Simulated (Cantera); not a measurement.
Input: 1 mol SiH2Cl2, 0.38 mol HCl, 33 mol N2, at 1575 K and 950 Pa.

Method: chemical equilibrium by Gibbs-energy minimisation in Cantera with the NASA 1993 tables (ideal gas, pure condensed phases). Candidate condensed phases: NH4Cl, Si, Si3N4; 28 gas species. The tables' values for SiCl3 are old estimates; treat these amounts as uncertain. The numbers say what is thermodynamically allowed, not how fast it happens.

Base state: N2 0.933, HCl 0.0329, H2 0.0174, SiCl2 0.0164, SiCl3 0.000625, Cl 8.43e-5, SiCl4 6.24e-5, H 5.63e-5 (mole fractions); condensed: Si3N4(s).

### Question
What changes in the equilibrium state with this change: SiH2Cl2 replaced by Si3H8?

### Answer
```tsv
species	before	after
N2	0.933	0.876
H2	0.0174	0.113
HCl	0.0329	0.0102
SiCl2	0.0164	0.000254
SiCl4	6.24e-5	1.44e-8
SiCl3	0.000625	1.18e-6
Si3N4(s), mol	0.134	0.997
```
The feed counts by its element totals alone.

### Question
What changes in the equilibrium state with this change: temperature from 1575 K to 1723 K?

### Answer
```
species          before     after
-------------  --------  --------
N2                0.933     0.932
H2               0.0174    0.0237
SiCl2            0.0164    0.0234
HCl              0.0329    0.0197
Si              4.71e-7   4.29e-5
SiCl4           6.24e-5   3.53e-6
SiCl            4.54e-6   7.46e-5
H               5.63e-5  0.000288
SiCl3          0.000625  0.000210
Si3N4(s), mol     0.134    0.0538
```
The tables' values for SiCl3, SiCl are old estimates; treat these amounts as uncertain.
